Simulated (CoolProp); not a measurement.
CH3F (R41) along the isobar 2.89 MPa: Z from the reference equation and from simpler models built on Tc = 44.1 °C, pc = 5.906 MPa, ω = 0.200; each cubic takes its own stable root.

The numbers come from the reference Helmholtz-energy equation of state, Lemmon 2006 in CoolProp. It is a short technical equation, of lower accuracy than the large ones.

```tsv
T (°C)	phase	reference	Pitzer virial	van der Waals	Redlich-Kwong	Soave-Redlich-Kwong	Peng-Robinson
21.45	gas	0.6934	0.7832	0.7871	0.7477	0.7385	0.7196
32.25	gas	0.7427	0.8078	0.8101	0.7808	0.7768	0.7586
43.15	gas	0.7796	0.8291	0.8295	0.8076	0.8073	0.7898
54.05	gas	0.8085	0.8476	0.8459	0.8297	0.8322	0.8153
64.85	gas	0.8317	0.8636	0.8600	0.8481	0.8528	0.8364
75.75	gas	0.8511	0.8777	0.8724	0.8639	0.8704	0.8545
86.65	gas	0.8675	0.8902	0.8833	0.8776	0.8854	0.8701
97.45	gas	0.8813	0.9010	0.8928	0.8893	0.8983	0.8835
108.35	gas	0.8934	0.9108	0.9014	0.8997	0.9096	0.8954
119.25	gas	0.9039	0.9194	0.9091	0.9088	0.9196	0.9058
130.15	gas	0.9131	0.9272	0.9160	0.9169	0.9283	0.9150
140.95	gas	0.9212	0.9340	0.9221	0.9241	0.9360	0.9231
151.85	gas	0.9284	0.9402	0.9278	0.9305	0.9430	0.9305
```
